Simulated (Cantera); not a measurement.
Cantera run, input and output.

```python
import numpy as np
import cantera as ct

gas = ct.Solution("gri30.yaml")
gas.TPX = 1600, 500000, {'CH4': 1, 'CO': 0.07, 'O2': 3.63, 'N2': 13.7}
reactor = ct.IdealGasConstPressureReactor(gas, energy="on", clone=False)
net = ct.ReactorNet([reactor])
net.rtol, net.atol = 1e-08, 1e-16
show = ['CH4', 'CO', 'O2', 'H2', 'C2H2']
times = np.geomspace(1e-05, 0.4, 15)

steps = ct.SolutionArray(gas, extra=["t"])
rows = []
print(f"{'t/s':>10s}{'T/K':>9s}{'P/Pa':>11s}" + "".join(f"{s:>11s}" for s in show))
for t in times:
    while net.time < t:
        t_next = net.step()
        steps.append(gas.state, t=t_next)
    rows.append([np.interp(t, steps.t, y) for y in (steps.T, steps.P, *steps(*show).X.T)])
    print(f"{t:10.3e}{rows[-1][0]:9.1f}{rows[-1][1]:11.4g}" + "".join(f"{x:11.3e}" for x in rows[-1][2:]))
rate = np.gradient(steps.T, steps.t)
print("integrator steps:", len(steps.t))
if steps.T.max() > steps.T[0] + 200:
    print(f"time of steepest temperature rise: {steps.t[rate.argmax()]:.4e} s")
gas.TPX = 1600, 500000, {'CH4': 1, 'CO': 0.07, 'O2': 3.63, 'N2': 13.7}
gas.equilibrate("HP")
print(f"equilibrium (HP): T = {gas.T:.1f} K  " + "  ".join(f"{s} {gas[s].X[0]:.3e}" for s in show))
```

Output:

```
       t/s      T/K       P/Pa        CH4         CO         O2         H2       C2H2
 1.000e-05   1599.9      5e+05  5.431e-02  3.804e-03  1.973e-01  3.242e-06  8.977e-12
 2.132e-05   1600.0      5e+05  5.421e-02  3.804e-03  1.972e-01  1.292e-05  3.844e-10
 4.544e-05   1601.9      5e+05  5.355e-02  3.837e-03  1.968e-01  9.559e-05  2.821e-08
 9.686e-05   1655.3      5e+05  4.372e-02  6.886e-03  1.887e-01  2.623e-03  1.144e-05
 2.065e-04   2616.9      5e+05  8.548e-18  5.398e-03  8.503e-02  1.590e-03  1.542e-21
 4.401e-04   2614.7      5e+05  8.403e-18  5.352e-03  8.430e-02  1.579e-03  1.486e-21
 9.382e-04   2610.3      5e+05  8.170e-18  5.287e-03  8.295e-02  1.563e-03  1.397e-21
 2.000e-03   2603.5      5e+05  7.813e-18  5.190e-03  8.087e-02  1.538e-03  1.266e-21
 4.263e-03   2596.6      5e+05  7.459e-18  5.093e-03  7.877e-02  1.513e-03  1.143e-21
 9.088e-03   2593.4      5e+05  7.303e-18  5.049e-03  7.783e-02  1.502e-03  1.090e-21
 1.937e-02   2593.1      5e+05  7.287e-18  5.045e-03  7.774e-02  1.501e-03  1.085e-21
 4.130e-02   2593.1      5e+05  7.287e-18  5.045e-03  7.774e-02  1.501e-03  1.085e-21
 8.803e-02   2593.1      5e+05  7.287e-18  5.045e-03  7.774e-02  1.501e-03  1.085e-21
 1.876e-01   2593.1      5e+05  7.287e-18  5.045e-03  7.774e-02  1.501e-03  1.085e-21
 4.000e-01   2593.1      5e+05  7.287e-18  5.045e-03  7.774e-02  1.501e-03  1.085e-21
integrator steps: 1751
time of steepest temperature rise: 1.1252e-04 s
equilibrium (HP): T = 2593.1 K  CH4 1.050e-17  CO 5.045e-03  O2 7.774e-02  H2 1.501e-03  C2H2 1.229e-21
```

Computed with Cantera and GRI-Mech 3.0 (53 species, 325 reactions).
